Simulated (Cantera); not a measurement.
Silicon carbide growth: CH₃SiCl₃ + HCl + H₂

A closed system holds: 1 mol CH₃SiCl₃, 2 mol HCl, 23 mol H₂, held at 15.8 Torr.

These are equilibrium values from Cantera (NASA tables, ideal gas, pure condensed phases), not measurements of a reactor. Candidate condensed phases: C, C₆H₆, C₇H₈, C₈H₁₈, Si, SiC; 109 gas species. The feed counts by its element totals alone. The tables' values for SiCl, SiCl₃ are old estimates; treat these amounts as uncertain. Gases not in the tables: Si₂H₆ and higher silanes. Kinetics and transport are ignored.

From 2048 K to 2348 K the condensed part is C(graphite) + SiC(s). From 2398 K to 2548 K the condensed part is C(graphite). The main Si-bearing gas is SiCl₂ at 2048 K and Si at 2548 K.

| T (K) | x H₂ | x H | x HCl | x Cl | x Si | x C₂H₂ (acetylene) | n C(graphite) | n SiC(s) |
|---|---|---|---|---|---|---|---|---|
| 2048 | 0.813 | 0.0139 | 0.165 | 0.00209 | 0.000235 | 0.000852 | 0.103 | 0.847 |
| 2098 | 0.808 | 0.0191 | 0.163 | 0.00283 | 0.000482 | 0.00115 | 0.110 | 0.822 |
| 2148 | 0.802 | 0.0258 | 0.160 | 0.00375 | 0.000955 | 0.00154 | 0.120 | 0.786 |
| 2198 | 0.793 | 0.0342 | 0.156 | 0.00491 | 0.00184 | 0.00201 | 0.138 | 0.733 |
| 2248 | 0.782 | 0.0448 | 0.152 | 0.00632 | 0.00343 | 0.00259 | 0.172 | 0.648 |
| 2298 | 0.767 | 0.0579 | 0.148 | 0.00802 | 0.00622 | 0.00328 | 0.235 | 0.507 |
| 2348 | 0.747 | 0.0736 | 0.142 | 0.0100 | 0.0110 | 0.00408 | 0.352 | 0.265 |
| 2398 | 0.722 | 0.0924 | 0.137 | 0.0125 | 0.0167 | 0.00499 | 0.452 | 0 |
| 2448 | 0.697 | 0.115 | 0.135 | 0.0158 | 0.0181 | 0.00603 | 0.332 | 0 |
| 2498 | 0.670 | 0.141 | 0.132 | 0.0195 | 0.0191 | 0.00719 | 0.195 | 0 |
| 2548 | 0.640 | 0.171 | 0.127 | 0.0238 | 0.0195 | 0.00844 | 0.0408 | 0 |
x: gas mole fraction; n: condensed amount in mol.
